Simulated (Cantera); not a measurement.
**Premixed flame**

A freely propagating, adiabatic, planar premixed flame of CO : H₂ : O₂ : N₂ = 1 : 0.098 : 0.819 : 2.79 (molar parts), unburnt at 673 K and 2700 Torr; multicomponent transport, grid criteria slope 0.08 and curve 0.16, no radiation.

Model: GRI-Mech 3.0 (53 species, 325 reactions), integrated in Cantera. The hydrogen kinetics of GRI-Mech 3.0 are dated; newer H2 mechanisms differ, most at raised pressure. Burning velocities carry a grid error of a few per cent, more on coarse grids.

| z (mm) | T (K) | u (m/s) | x CO | x H₂ | x O₂ | x NO | x H₂O | x O |
|---|---|---|---|---|---|---|---|---|
| -0.641 | 673 | 1.07 | 0.212 | 0.0207 | 0.174 | <1e-8 | 1.41e-7 | <1e-8 |
| -0.427 | 673 | 1.07 | 0.213 | 0.0204 | 0.174 | <1e-8 | 3.18e-6 | <1e-8 |
| -0.321 | 673 | 1.07 | 0.213 | 0.0198 | 0.174 | <1e-8 | 1.60e-5 | <1e-8 |
| -0.214 | 676 | 1.07 | 0.213 | 0.0182 | 0.174 | <1e-8 | 0.000119 | 1.20e-8 |
| -0.107 | 733 | 1.16 | 0.211 | 0.0133 | 0.173 | 1.22e-7 | 0.00185 | 3.83e-6 |
| -0.0534 | 979 | 1.53 | 0.193 | 0.00821 | 0.163 | 1.37e-6 | 0.00779 | 0.000335 |
| 0 | 1394 | 2.14 | 0.147 | 0.00276 | 0.135 | 6.56e-6 | 0.0160 | 0.00475 |
| 0.0534 | 1692 | 2.53 | 0.100 | 0.000990 | 0.108 | 1.75e-5 | 0.0174 | 0.0101 |
| 0.107 | 1869 | 2.76 | 0.0721 | 0.000878 | 0.0936 | 3.09e-5 | 0.0166 | 0.0111 |
| 0.214 | 2049 | 2.98 | 0.0496 | 0.000790 | 0.0837 | 5.70e-5 | 0.0171 | 0.00894 |
| 0.427 | 2197 | 3.16 | 0.0346 | 0.000558 | 0.0781 | 0.000106 | 0.0187 | 0.00546 |
| 0.855 | 2301 | 3.29 | 0.0231 | 0.000359 | 0.0738 | 0.000200 | 0.0199 | 0.00316 |
| 1.71 | 2368 | 3.37 | 0.0150 | 0.000230 | 0.0707 | 0.000361 | 0.0206 | 0.00188 |
x: mole fraction of selected species; z is measured from the peak of heat release.

The laminar burning velocity comes out as 107 cm/s and the thermal thickness comes out as 0.214 mm. The peak x(O) is 0.0112. The grid points comes out as 111.
